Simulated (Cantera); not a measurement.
**Si + HCl + H₂ (chlorosilane synthesis and conversion)**

Charge: 1 mol Si, a varied amount of HCl, 3.3 mol H₂, held at 1623 K and 110000 Pa.

These are equilibrium values from Cantera (NASA tables, ideal gas, pure condensed phases), not measurements of a reactor. Candidate condensed phases: Si; 19 gas species. The tables' values for SiCl₃ are old estimates; treat these amounts as uncertain. Rates play no part.

```json
[
 {"n(HCl) (mol)": "0.55", "x H₂": "0.891", "x HCl": "0.0794", "x SiCl₂": "0.0247", "x SiCl₃": "0.00262", "x SiCl₄": "0.000648", "x SiHCl₃": "0.00113", "n Si(s)": "0.887"},
 {"n(HCl) (mol)": "0.63", "x H₂": "0.880", "x HCl": "0.0851", "x SiCl₂": "0.0288", "x SiCl₃": "0.00329", "x SiCl₄": "0.000877", "x SiHCl₃": "0.00141", "n Si(s)": "0.864"},
 {"n(HCl) (mol)": "0.73", "x H₂": "0.867", "x HCl": "0.0913", "x SiCl₂": "0.0337", "x SiCl₃": "0.00416", "x SiCl₄": "0.00120", "x SiHCl₃": "0.00176", "n Si(s)": "0.835"},
 {"n(HCl) (mol)": "0.84", "x H₂": "0.854", "x HCl": "0.0973", "x SiCl₂": "0.0388", "x SiCl₃": "0.00515", "x SiCl₄": "0.00159", "x SiHCl₃": "0.00217", "n Si(s)": "0.802"},
 {"n(HCl) (mol)": "0.96", "x H₂": "0.841", "x HCl": "0.103", "x SiCl₂": "0.0441", "x SiCl₃": "0.00624", "x SiCl₄": "0.00206", "x SiHCl₃": "0.00261", "n Si(s)": "0.765"},
 {"n(HCl) (mol)": "1.1", "x H₂": "0.827", "x HCl": "0.109", "x SiCl₂": "0.0500", "x SiCl₃": "0.00753", "x SiCl₄": "0.00265", "x SiHCl₃": "0.00312", "n Si(s)": "0.721"},
 {"n(HCl) (mol)": "1.3", "x H₂": "0.809", "x HCl": "0.116", "x SiCl₂": "0.0577", "x SiCl₃": "0.00935", "x SiCl₄": "0.00353", "x SiHCl₃": "0.00383", "n Si(s)": "0.658"},
 {"n(HCl) (mol)": "1.5", "x H₂": "0.793", "x HCl": "0.121", "x SiCl₂": "0.0648", "x SiCl₃": "0.0111", "x SiCl₄": "0.00446", "x SiHCl₃": "0.00451", "n Si(s)": "0.595"},
 {"n(HCl) (mol)": "1.7", "x H₂": "0.778", "x HCl": "0.126", "x SiCl₂": "0.0714", "x SiCl₃": "0.0128", "x SiCl₄": "0.00540", "x SiHCl₃": "0.00516", "n Si(s)": "0.530"},
 {"n(HCl) (mol)": "2", "x H₂": "0.759", "x HCl": "0.132", "x SiCl₂": "0.0802", "x SiCl₃": "0.0153", "x SiCl₄": "0.00681", "x SiHCl₃": "0.00607", "n Si(s)": "0.433"},
 {"n(HCl) (mol)": "2.3", "x H₂": "0.742", "x HCl": "0.137", "x SiCl₂": "0.0880", "x SiCl₃": "0.0176", "x SiCl₄": "0.00821", "x SiHCl₃": "0.00690", "n Si(s)": "0.335"}
]
```
x: gas mole fraction; n: condensed amount in mol.

From 0.55 mol HCl to 2.3 mol HCl the condensed part is Si(s). The main Si-bearing gas is SiCl₂ throughout. The share of Si in condensed phases is highest at 0.55 mol HCl (88.7 %) and lowest at 2.3 mol HCl (33.5 %).
